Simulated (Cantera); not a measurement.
What does this Cantera script print?

```python
import numpy as np
import cantera as ct

gas_names = """
    C CO CO2 C2 C2O C3 C3O2 C4 C5 Fe FeC5O5 FeO O O2 O3
""".split()
cond_names = """
    C(gr) Fe(a) Fe(c) Fe(d) Fe(L) FeC5O5(L) FeO(s) FeO(L) Fe2O3(s) Fe3O4(s)
""".split()


def load(file, names, dense=False):
    # The tables refer to 1 bar. Condensed volumes are neglected.
    table = {s.name: s for s in ct.Species.list_from_file(file)}
    out = []
    for n in names:
        d = dict(table[n].input_data)
        d["thermo"] = dict(d["thermo"], **{"reference-pressure": 1e5})
        if dense:
            d["equation-of-state"] = {"model": "constant-volume", "density": "1e6 g/cm^3"}
        out.append(ct.Species.from_dict(d))
    return out


gas = ct.Solution(thermo="ideal-gas", species=load("nasa_gas.yaml", gas_names))
cond = {s.name: ct.Solution(thermo="fixed-stoichiometry", species=[s], name=s.name)
        for s in load("nasa_condensed.yaml", cond_names, dense=True)}
atoms = {
    'Fe2O3': {'Fe': 2, 'O': 3},
    'C': {'C': 1},
    'CO': {'C': 1, 'O': 1},
}
top_T = {'C(gr)': 4500, 'Fe2O3(s)': 1830, 'Fe3O4(s)': 1870}  # K; cautious upper limits of use, not melting points


def equilibrate(T, P, feed):
    n = {}
    for name, mol in feed.items():
        for a, k in atoms[name].items():
            n[a] = n.get(a, 0.0) + k * mol
    gas.TPX = T, P, n
    mass = sum(n.values()) * gas.mean_molecular_weight
    gas.equilibrate("TP")
    valid = [c for c in cond.values() if c.min_temp <= T <= top_T.get(c.name, c.max_temp)]
    mix = ct.Mixture([(gas, mass / gas.mean_molecular_weight)] + [(c, 0.0) for c in valid])
    mix.T, mix.P = T, P
    mix.equilibrate("TP", solver="vcs", rtol=1e-11, max_steps=5000)
    return mix


results = []
feed = {'Fe2O3': 1, 'C': 0.62, 'CO': 0.26}  # mol
P = 10000  # Pa
for T in [1148, 1198, 1248, 1298, 1348, 1398, 1448, 1498, 1548, 1598, 1648, 1698, 1748]:
    mix = equilibrate(T, P, feed)
    results.append((T, P, feed, dict(zip(mix.species_names, mix.species_moles))))
    x = sorted(zip(gas.X, gas.species_names), reverse=True)
    print(f"T = {T:g} K  P = {P:g} Pa  gas = {mix.phase_moles(0):.4g} mol")
    print("   x: " + "  ".join(f"{s} {v:.3e}" for v, s in x if v > 1e-06))
    print("   condensed (mol): " + ("  ".join(f"{mix.phase(i).name} {mix.phase_moles(i):.4g}"
          for i in range(1, mix.n_phases) if mix.phase_moles(i) > 1e-12) or "none"))
```

Result:

```
T = 1148 K  P = 10000 Pa  gas = 0.88 mol
   x: CO 5.682e-01  CO2 4.318e-01
   condensed (mol): FeO(s) 2
T = 1198 K  P = 10000 Pa  gas = 0.88 mol
   x: CO 5.682e-01  CO2 4.318e-01
   condensed (mol): FeO(s) 2
T = 1248 K  P = 10000 Pa  gas = 0.88 mol
   x: CO 5.682e-01  CO2 4.318e-01
   condensed (mol): FeO(s) 2
T = 1298 K  P = 10000 Pa  gas = 0.88 mol
   x: CO 5.682e-01  CO2 4.318e-01
   condensed (mol): FeO(s) 2
T = 1348 K  P = 10000 Pa  gas = 0.88 mol
   x: CO 5.682e-01  CO2 4.318e-01
   condensed (mol): FeO(s) 2
T = 1398 K  P = 10000 Pa  gas = 0.88 mol
   x: CO 5.682e-01  CO2 4.318e-01
   condensed (mol): FeO(s) 2
T = 1448 K  P = 10000 Pa  gas = 0.88 mol
   x: CO 5.682e-01  CO2 4.318e-01
   condensed (mol): FeO(s) 2
T = 1498 K  P = 10000 Pa  gas = 0.88 mol
   x: CO 5.682e-01  CO2 4.318e-01
   condensed (mol): FeO(s) 2
T = 1548 K  P = 10000 Pa  gas = 0.88 mol
   x: CO 5.682e-01  CO2 4.318e-01
   condensed (mol): FeO(s) 2
T = 1598 K  P = 10000 Pa  gas = 0.88 mol
   x: CO 5.682e-01  CO2 4.318e-01  Fe 2.120e-06
   condensed (mol): FeO(s) 2
T = 1648 K  P = 10000 Pa  gas = 0.88 mol
   x: CO 5.682e-01  CO2 4.318e-01  Fe 5.092e-06
   condensed (mol): FeO(s) 2
T = 1698 K  P = 10000 Pa  gas = 0.88 mol
   x: CO 5.682e-01  CO2 4.318e-01  Fe 1.103e-05
   condensed (mol): FeO(L) 2
T = 1748 K  P = 10000 Pa  gas = 0.88 mol
   x: CO 5.681e-01  CO2 4.318e-01  Fe 2.276e-05
   condensed (mol): FeO(L) 2
```

Equilibrium computed with Cantera from the NASA thermochemical tables; the gas is ideal and each condensed phase is pure. The tables' stoichiometric FeO is somewhat more stable than real wüstite, so its field is too wide. FeO: taken at fixed stoichiometry.
